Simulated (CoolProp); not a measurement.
A Linde-Hampson liquefier for ethylene: isothermal reversible compression at 320 K from 1 atm to 15 MPa, throttling to 1 atm, return gas leaving the recuperator 10 K below the feed. Each further row changes one setting.

The numbers come from the reference Helmholtz-energy equation of state, Smukala 2000 in CoolProp.

```json
[
 {"case": "as stated", "liquid yield per pass": "0.380", "compression work (kJ/kg of gas)": "404"},
 {"case": "high pressure 30 MPa", "liquid yield per pass": "…", "compression work (kJ/kg of gas)": "…"},
 {"case": "warm-end temperature 350 K", "liquid yield per pass": "…", "compression work (kJ/kg of gas)": "465"},
 {"case": "warm-end gap 15 K", "liquid yield per pass": "…", "compression work (kJ/kg of gas)": "404"}
]
```

**Question.** Complete the blanks.

**Answer.** 
- high pressure 30 MPa, liquid yield per pass: 0.416
- high pressure 30 MPa, compression work (kJ/kg of gas): 444
- warm-end temperature 350 K, liquid yield per pass: 0.274
- warm-end gap 15 K, liquid yield per pass: 0.373
